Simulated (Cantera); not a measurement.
**Diamond growth**

A diamond (100) surface in a fixed gas of H2 with x(CH4) = 0.0036, x(H) = 0.036, at 1223 K, 9000 Pa; coverages are run to steady state.

Cantera simulation using the Harris–Goodwin 1993 mechanism for the reconstructed diamond (100) surface; the numbers are that mechanism's predictions, not measurements.

```tsv
x(CH3)	growth (µm/h)	θ c6HH	θ c6H*	θ c6*H	θ c6**	θ c6HM
1e-06	0.0825	0.422	0.0417	0.501	0.0346	5.15e-6
2.3e-06	0.190	0.422	0.0417	0.501	0.0346	1.18e-5
5.3e-06	0.437	0.422	0.0417	0.501	0.0346	2.73e-5
1.2e-05	0.990	0.422	0.0417	0.501	0.0346	6.18e-5
2.8e-05	2.31	0.422	0.0417	0.501	0.0346	0.000144
6.5e-05	5.36	0.422	0.0417	0.501	0.0346	0.000334
0.00015	12.4	0.422	0.0416	0.501	0.0346	0.000771
0.00034	27.9	0.421	0.0415	0.500	0.0345	0.00174
0.00079	64.6	0.420	0.0414	0.498	0.0342	0.00403
```
θ: site fractions in the mechanism's names (c6HH fully hydrogenated, c6H* and c6*H radical sites, c6** diradical, c6HM methylated).
